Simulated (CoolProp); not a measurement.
A single-stage vapour-compression cycle with R13: evaporating at 220.15 K (dew point), condensing at 270.15 K (bubble point), superheat 8 K, subcooling 0 K, compressor efficiency 0.8, no pressure losses. Each further row changes one setting.

Computed with CoolProp (reference Helmholtz-energy equation of state, Platzer 1990). This equation is an older, rougher fit; its heat capacities, sound speeds and derivatives of the liquid may be far off and weren't checked against measurements.

```
case                              cooling COP  pressure ratio  discharge temperature (K)  refrigerating effect (kJ/kg)  volumetric capacity (kJ/m³)
--------------------------------  -----------  --------------  -------------------------  ----------------------------  ---------------------------
as stated                                 [?]            4.90                      302.9                          86.2                         1940
evaporating temperature 225.15 K         2.86            4.04                        [?]                           [?]                          [?]
condensing temperature 265.15 K          2.86             [?]                      296.1                          92.2                         2080
subcooling 5 K                            [?]            4.90                      302.9                          92.3                         2080
superheat 18 K                           2.47            4.90                      313.5                          92.4                         1970
compressor efficiency 0.7                 [?]            4.90                        [?]                          86.2                         1940
```

Q: Some entries are withheld; supply them.

A: 
- as stated, cooling COP: 2.44
- evaporating temperature 225.15 K, discharge temperature (K): 299.7
- evaporating temperature 225.15 K, refrigerating effect (kJ/kg): 88.1
- evaporating temperature 225.15 K, volumetric capacity (kJ/m³): 2380
- condensing temperature 265.15 K, pressure ratio: 4.29
- subcooling 5 K, cooling COP: 2.62
- compressor efficiency 0.7, cooling COP: 2.14
- compressor efficiency 0.7, discharge temperature (K): 309.3
